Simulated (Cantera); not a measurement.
An adiabatic, constant-pressure homogeneous reactor starts with CH₄ : O₂ : N₂ : H₂O = 1 : 4.08 : 15.3 : 0.75 (molar parts), equivalence ratio 0.49, at 1675 K and 2300000 Pa. Integrator tolerance rtol = 1e-08.

Cantera simulation using GRI-Mech 3.0 (53 species, 325 reactions); the numbers are that mechanism's predictions, not measurements. The pressure lies above the range GRI-Mech 3.0 was tuned for (to about 10 atm).

**Question.** What does this change do: initial temperature 1675 to 1700 K?

**Answer.** 
| quantity | before | after |
|---|---|---|
| time of steepest temperature rise | 18.5 µs | 15.4 µs |
| temperature at 6.00 s | 2551 K | 2571 K |
| equilibrium temperature | 2551 K | 2571 K |
| x(CH₄) at 6.00 s | <1e-12 (gas-phase equilibrium <1e-12) | <1e-12 (gas-phase equilibrium <1e-12) |
| x(O₂) at 6.00 s | 0.0890 (gas-phase equilibrium 0.0890) | 0.0887 (gas-phase equilibrium 0.0887) |
| x(H₂O) at 6.00 s | 0.125 (gas-phase equilibrium 0.125) | 0.125 (gas-phase equilibrium 0.125) |
| x(H₂) at 6.00 s | 0.000670 (gas-phase equilibrium 0.000670) | 0.000731 (gas-phase equilibrium 0.000731) |
| x(CO₂) at 6.00 s | 0.0456 (gas-phase equilibrium 0.0456) | 0.0455 (gas-phase equilibrium 0.0455) |
| x(C₂H₄) at 6.00 s | <1e-12 (gas-phase equilibrium <1e-12) | <1e-12 (gas-phase equilibrium <1e-12) |
| x(CH₂O) at 6.00 s | 9.52e-12 (gas-phase equilibrium 9.52e-12) | 1.14e-11 (gas-phase equilibrium 1.14e-11) |

**Question.** What does this change do: constant volume in place of constant pressure?

**Answer.** 
| quantity | before | after |
|---|---|---|
| time of steepest temperature rise | 18.5 µs | 17.3 µs |
| temperature at 6.00 s | 2551 K | 2730 K |
| equilibrium temperature | 2551 K | 2730 K |
| x(CH₄) at 6.00 s | <1e-12 (gas-phase equilibrium <1e-12) | <1e-12 (gas-phase equilibrium <1e-12) |
| x(O₂) at 6.00 s | 0.0890 (gas-phase equilibrium 0.0890) | 0.0862 (gas-phase equilibrium 0.0862) |
| x(H₂O) at 6.00 s | 0.125 (gas-phase equilibrium 0.125) | 0.123 (gas-phase equilibrium 0.123) |
| x(H₂) at 6.00 s | 0.000670 (gas-phase equilibrium 0.000670) | 0.00113 (gas-phase equilibrium 0.00113) |
| x(CO₂) at 6.00 s | 0.0456 (gas-phase equilibrium 0.0456) | 0.0443 (gas-phase equilibrium 0.0443) |
| x(C₂H₄) at 6.00 s | <1e-12 (gas-phase equilibrium <1e-12) | <1e-12 (gas-phase equilibrium <1e-12) |
| x(CH₂O) at 6.00 s | 9.52e-12 (gas-phase equilibrium 9.52e-12) | 4.75e-11 (gas-phase equilibrium 4.75e-11) |
